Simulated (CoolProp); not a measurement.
A simple Rankine cycle with water: condensing at 315.15 K, boiler at 1.85 MPa, turbine inlet 631.7 K, turbine efficiency 0.6, pump efficiency 0.6, no recuperator. Each further row changes one setting.

Model: reference Helmholtz-energy equation of state, Wagner 2002, in CoolProp.

```json
[
 {"case": "as stated", "thermal efficiency (%)": "19.2", "net work (kJ/kg)": "571", "heat in (kJ/kg)": "2980", "turbine exit temperature (K)": "319.3", "volume ratio over the turbine": "117"},
 {"case": "turbine inlet 651.7 K", "thermal efficiency (%)": "(withheld)", "net work (kJ/kg)": "585", "heat in (kJ/kg)": "3020", "turbine exit temperature (K)": "335.3", "volume ratio over the turbine": "119"},
 {"case": "condensing temperature 307.15 K", "thermal efficiency (%)": "(withheld)", "net work (kJ/kg)": "603", "heat in (kJ/kg)": "3010", "turbine exit temperature (K)": "307.1", "volume ratio over the turbine": "(withheld)"},
 {"case": "boiler pressure 1.29 MPa", "thermal efficiency (%)": "(withheld)", "net work (kJ/kg)": "545", "heat in (kJ/kg)": "(withheld)", "turbine exit temperature (K)": "339.4", "volume ratio over the turbine": "(withheld)"},
 {"case": "turbine efficiency 0.5", "thermal efficiency (%)": "(withheld)", "net work (kJ/kg)": "476", "heat in (kJ/kg)": "2980", "turbine exit temperature (K)": "369.6", "volume ratio over the turbine": "(withheld)"}
]
```

Fill in the missing entries.


- turbine inlet 651.7 K, thermal efficiency (%): 19.3
- condensing temperature 307.15 K, thermal efficiency (%): 20.0
- condensing temperature 307.15 K, volume ratio over the turbine: 173
- boiler pressure 1.29 MPa, thermal efficiency (%): 18.2
- boiler pressure 1.29 MPa, heat in (kJ/kg): 2990
- boiler pressure 1.29 MPa, volume ratio over the turbine: 86.1
- turbine efficiency 0.5, thermal efficiency (%): 16.0
- turbine efficiency 0.5, volume ratio over the turbine: 136

The expansion ends wet for: condensing temperature 307.15 K.
